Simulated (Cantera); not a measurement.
Charge: 1 mol Si, 0.03 mol O2, 99 mol H2, equilibrated at 1.33 mbar.

Equilibrium computed with Cantera from the NASA thermochemical tables; the gas is ideal and each condensed phase is pure. Candidate condensed phases: H2O, Si, SiO2; 18 gas species. Mutual solubility and eutectic melting of coexisting phases are not modelled. Equilibrium is a limit: real reactors are often held back by kinetics, nucleation or transport. All values below are at 750 °C.

Base state: H2 1.000 (mole fractions); condensed: Si(s) + SiO2(β-quartz).

Problem. What changes in the equilibrium state with this change: Si replaced by Si3N4?

Solution. 
| species | before | after |
|---|---|---|
| H2 | 1.000 | 1.000 |
| N2 | 0 | 0.000202 |
| Si(s), mol | 0.970 | 0 |
| SiO2(β-quartz), mol | 0.0300 | 0 |
| Si2N2O(s), mol | 0 | 0.0600 |
| Si3N4(s), mol | 0 | 0.960 |
Further candidate phases: Si2N2O, Si3N4.
